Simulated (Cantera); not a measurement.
A perfectly stirred reactor is fed with CH4 : H2 : O2 : N2 = 1 : 0.073 : 1.45 : 5.47 (molar parts), equivalence ratio 1.4, at 7500 Torr; it is adiabatic with a 425 K inlet, and is followed from long to short residence time, starting on the burning branch (τ in s: 0.4, 0.11, 0.03, 0.0084, 0.0023, 0.00065, 0.00018, 4.9e-05, 1.4e-05, 3.8e-06).

Cantera simulation using GRI-Mech 3.0 (53 species, 325 reactions); the numbers are that mechanism's predictions, not measurements.

Task: What does this change do: inlet temperature 425 to 500 K?

Result: 
```json
[
 {"quantity": "blow-out, bracketed by the residence times tried", "before": "burning at 0.180 ms, out at 49.0 µs", "after": "burning at 0.180 ms, out at 49.0 µs"},
 {"quantity": "x(CH4) at τ = 0.400 s", "before": "0.000110", "after": "5.39e-5"},
 {"quantity": "x(H2) at τ = 0.400 s", "before": "0.0631", "after": "0.0626"},
 {"quantity": "x(O2) at τ = 0.400 s", "before": "1.15e-5", "after": "8.24e-6"},
 {"quantity": "x(C2H) at τ = 0.400 s", "before": "2.19e-10", "after": "9.41e-11"},
 {"quantity": "x(CH3) at τ = 0.400 s", "before": "7.33e-6", "after": "4.95e-6"},
 {"quantity": "x(CH4) at τ = 0.650 ms", "before": "0.00587", "after": "0.00441"},
 {"quantity": "x(H2) at τ = 0.650 ms", "before": "0.0451", "after": "0.0485"},
 {"quantity": "x(O2) at τ = 0.650 ms", "before": "0.00423", "after": "0.00306"},
 {"quantity": "x(C2H) at τ = 0.650 ms", "before": "4.07e-7", "after": "4.76e-7"},
 {"quantity": "x(CH3) at τ = 0.650 ms", "before": "0.000684", "after": "0.000648"}
]
```

Task: What does this change do: pressure from 7500 Torr to 480 Torr?

Result: 
```
quantity                                                                       before                                 after
------------------------------------------------  -----------------------------------  ------------------------------------
blow-out, bracketed by the residence times tried  burning at 0.180 ms, out at 49.0 µs  burning at 0.650 ms, out at 0.180 ms
x(CH4) at τ = 0.400 s                                                        0.000110                               3.46e-5
x(H2) at τ = 0.400 s                                                           0.0631                                0.0631
x(O2) at τ = 0.400 s                                                          1.15e-5                               4.02e-5
x(C2H) at τ = 0.400 s                                                        2.19e-10                              3.90e-10
x(CH3) at τ = 0.400 s                                                         7.33e-6                               1.38e-5
x(CH4) at τ = 0.650 ms                                                        0.00587                               0.00132
x(H2) at τ = 0.650 ms                                                          0.0451                                0.0596
x(O2) at τ = 0.650 ms                                                         0.00423                               0.00512
x(C2H) at τ = 0.650 ms                                                        4.07e-7                               4.58e-7
x(CH3) at τ = 0.650 ms                                                       0.000684                              0.000904
```
